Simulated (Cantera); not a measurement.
An isothermal, constant-pressure homogeneous reactor starts with N₂O : O₂ = 1 : 2.7 (molar parts), at 1325 K and 0.133 bar.

Computed with Cantera and GRI-Mech 3.0 (53 species, 325 reactions). GRI-Mech 3.0 was tuned for natural gas; its chemistry of N2O as a main component is partial and can be far from experiment. The mechanism lacks the step 2 NO + O2 → 2 NO2, which can matter for NO2 below about 1400 K. The temperature is held fixed by assumption; the heat of reaction is taken as removed at once.

Q: Predict: x(N₂O) at 5.00 s; x(O₂) at 5.00 s; x(O) at 5.00 s; x(NO₂) at 5.00 s; x(N₂) at 5.00 s; x(NO) at 5.00 s.

A: 
| Quantity | Result |
|---|---|
| x(N₂O) at 5.00 s | 0.0108 (gas-phase equilibrium 6.42e-9) |
| x(O₂) at 5.00 s | 0.743 (gas-phase equilibrium 0.762) |
| x(O) at 5.00 s | 4.92e-6 (gas-phase equilibrium 6.63e-7) |
| x(NO₂) at 5.00 s | 7.02e-5 (gas-phase equilibrium 3.32e-6) |
| x(N₂) at 5.00 s | 0.211 (gas-phase equilibrium 0.238) |
| x(NO) at 5.00 s | 0.0346 (gas-phase equilibrium 0.000488) |
